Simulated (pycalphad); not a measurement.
## Phase fractions of Hf-2.625C (wt.%)

CALPHAD calculation (pycalphad, COST 507 light-alloy database (1999)), 1 atm. The database dates from 1999; later assessments differ in places, in temperatures and in the compounds included. Phase fractions are per mole of atoms. Diffusion is slow at the low end, where real alloys seldom reach equilibrium.

```
T (°C)    fcc  liquid    hcp
------  -----  ------  -----
3027    0.667   0.333      -
2927    0.700   0.300      -
2827    0.729   0.271      -
2727    0.754   0.246      -
2627    0.776   0.224      -
2527    0.796   0.204      -
2427    0.814   0.186      -
2327    0.754       -  0.246
2227    0.762       -  0.238
2127    0.764       -  0.236
2027    0.764       -  0.236
1927    0.763       -  0.237
1827    0.761       -  0.239
1727    0.759       -  0.241
1627    0.757       -  0.243
1527    0.756       -  0.244
1427    0.754       -  0.246
1327    0.753       -  0.247
1227    0.752       -  0.248
1127    0.751       -  0.249
1027    0.750       -  0.250
927     0.749       -  0.251
827     0.749       -  0.251
727     0.748       -  0.252
627     0.748       -  0.252
527     0.747       -  0.253
427     0.747       -  0.253
327     0.747       -  0.253
227     0.747       -  0.253
```

The fcc model also describes the rock-salt carbide or nitride (TiC, TiN, HfC).
